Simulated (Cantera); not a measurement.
A closed system holds: 1 mol SiH4, 0.028 mol CH4, 6.2 mol H2, equilibrated at 1402 °C and 13.3 mbar.

These are equilibrium values from Cantera (NASA tables, ideal gas, pure condensed phases), not measurements of a reactor. Candidate condensed phases: C, C6H6, C7H8, C8H18, Si, SiC; 87 gas species. Mutual solubility and eutectic melting of coexisting phases are not modelled. Gases not in the tables: Si2H6 and higher silanes. Rates play no part.

Base state: H2 0.999, H 0.00101, Si 3.26e-5, SiH2 1.12e-5 (mole fractions); condensed: Si(s) + SiC(s).

Task: What changes in the equilibrium state with this change: temperature from 1402 °C to 1052 °C?

Result: 
```tsv
species	before	after
H2	0.999	1.000
H	0.00101	1.42e-5
SiH2	1.12e-5	1.17e-7
Si	3.26e-5	7.07e-9
Si(s), mol	0.972	0.972
SiC(s), mol	0.0280	0.0280
```
